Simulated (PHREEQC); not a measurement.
PHREEQC input (ion-association model, wateq4f.dat):

```
SOLUTION_MASTER_SPECIES
  An  An-  0  An  62.0  # stands for a non-complexing anion
SOLUTION_SPECIES
  An- = An-
    -log_k 0
    -gamma 3.0 0
  PO4-3 + 3H+ = H3PO4  # constants of phreeqc.dat
    -log_k 21.721
    -delta_h -10.1 kJ
PHASES
  Fix_H+
    H+ = H+
    -log_k 0
SOLUTION 1
  temp 25
  units mmol/kgw
  pH 7 charge
  P 0.039
  Na 10.039
  An 10
END
SELECTED_OUTPUT 1
  -reset false
  -pH true
  -pe true
  -ionic_strength true
  -water true
  -totals Na P
  -molalities Hfo_wOH Hfo_wOH2+ Hfo_wO- Hfo_sOH Hfo_sOH2+ Hfo_sO- Hfo_wH2PO4 Hfo_wHPO4- Hfo_wPO4-2
USER_PUNCH 1
  -headings sigma psi
  10 PUNCH EDL("sigma", "Hfo"), EDL("psi", "Hfo")
PRINT
  -reset false
USE solution 1
SURFACE 1
  Hfo_wOH 2.92135e-05 600 0.013
  Hfo_sOH 7.30337e-07
EQUILIBRIUM_PHASES 1
  Fix_H+ -3 HAn 10
    -force_equality true
  O2(g) -0.68 10
END
# ... the last block is repeated for the other 16 points of pH, with NaOH or the acid as the point needs
```

Selected output (columns that matter, 17 of 17 rows; pH added in front):

```
pH	mu	Na	P	m_Hfo_wOH	m_Hfo_wOH2+	m_Hfo_wO-	m_Hfo_sOH	m_Hfo_sOH2+	m_Hfo_sO-	m_Hfo_wH2PO4	m_Hfo_wHPO4-	m_Hfo_wPO4-2	sigma	psi
3	0.011139	0.010039	1.2714e-05	4.5834e-09	2.923e-06	1.6464e-13	1.1434e-09	7.2919e-07	4.1073e-14	2.5311e-05	9.7424e-07	6.3682e-10	0.033114	0.087868
3.5	0.010387	0.010039	1.3239e-05	1.1975e-08	3.4403e-06	9.5497e-13	2.5334e-09	7.278e-07	2.0202e-13	2.3731e-05	2.0277e-06	2.9424e-09	0.026406	0.078778
4	0.010149	0.010039	1.4274e-05	3.0453e-08	4.4572e-06	4.7663e-12	4.9559e-09	7.2538e-07	7.7568e-13	2.1166e-05	3.5497e-06	1.011e-08	0.01995	0.066524
4.5	0.010074	0.010039	1.5749e-05	7.2902e-08	5.8893e-06	2.0674e-11	8.9301e-09	7.214e-07	2.5324e-12	1.7811e-05	5.4122e-06	2.7929e-08	0.014135	0.052216
5	0.010051	0.010039	1.7523e-05	1.6332e-07	7.5727e-06	8.0689e-11	1.5418e-08	7.1491e-07	7.6175e-12	1.3999e-05	7.4113e-06	6.6631e-08	0.0091916	0.0369
5.5	0.010043	0.010039	1.9403e-05	3.4471e-07	9.2717e-06	2.936e-10	2.6179e-08	7.0414e-07	2.2297e-11	1.0171e-05	9.2822e-06	1.4386e-07	0.0050181	0.021314
6	0.010042	0.010039	2.1231e-05	6.9746e-07	1.0746e-05	1.037e-09	4.4507e-08	6.8576e-07	6.6174e-11	6.7401e-06	1.0738e-05	2.9052e-07	0.0013872	0.006049
6.5	0.010044	0.010039	2.3e-05	1.3972e-06	1.1813e-05	3.7858e-09	7.7225e-08	6.529e-07	2.0925e-10	3.954e-06	1.148e-05	5.6604e-07	-0.0018635	-0.0081098
7	0.01005	0.010039	2.4947e-05	2.8813e-06	1.2264e-05	1.5508e-08	1.388e-07	5.9079e-07	7.4709e-10	1.9166e-06	1.1054e-05	1.0826e-06	-0.0047082	-0.020056
7.5	0.010068	0.010049	2.7546e-05	6.0146e-06	1.1674e-05	7.0992e-08	2.4735e-07	4.8007e-07	2.9195e-09	6.9997e-07	8.8528e-06	1.9014e-06	-0.0071251	-0.02946
8	0.010087	0.010061	3.1002e-05	1.1304e-05	9.6071e-06	3.0467e-07	3.8912e-07	3.3072e-07	1.0488e-08	1.8158e-07	5.2444e-06	2.5722e-06	-0.0094785	-0.037823
8.5	0.010104	0.010072	3.455e-05	1.7157e-05	6.581e-06	1.0247e-06	5.0602e-07	1.9409e-07	3.0223e-08	3.3075e-08	2.1167e-06	2.3005e-06	-0.012342	-0.04696
9	0.010122	0.010087	3.7223e-05	2.0911e-05	4.0562e-06	2.4696e-06	5.5663e-07	1.0797e-07	6.5738e-08	4.4481e-09	5.6289e-07	1.2097e-06	-0.016743	-0.059023
9.5	0.010151	0.010114	3.8584e-05	2.2013e-05	2.7532e-06	4.0319e-06	5.5826e-07	6.9824e-08	1.0225e-07	4.8821e-10	9.5816e-08	3.1935e-07	-0.025306	-0.077327
10	0.01023	0.010193	3.8934e-05	2.1843e-05	2.1008e-06	5.2029e-06	5.4733e-07	5.2641e-08	1.3037e-07	4.8692e-11	1.2427e-08	5.3865e-08	-0.040823	-0.10016
10.5	0.010474	0.010436	3.899e-05	2.1051e-05	1.5339e-06	6.6182e-06	5.2646e-07	3.8362e-08	1.6551e-07	4.6087e-12	1.5525e-09	8.8819e-09	-0.064709	-0.1226
11	0.011246	0.011207	3.8998e-05	1.9407e-05	9.7733e-07	8.8278e-06	4.8519e-07	2.4435e-08	2.2071e-07	3.991e-13	1.9453e-10	1.6102e-09	-0.099588	-0.14269
```

Complexes and solids missing from the database can't appear. H3PO4, which wateq4f.dat lacks, is added to it with the constant of phreeqc.dat. The oxide is taken as insoluble; below pH 4 it would dissolve.
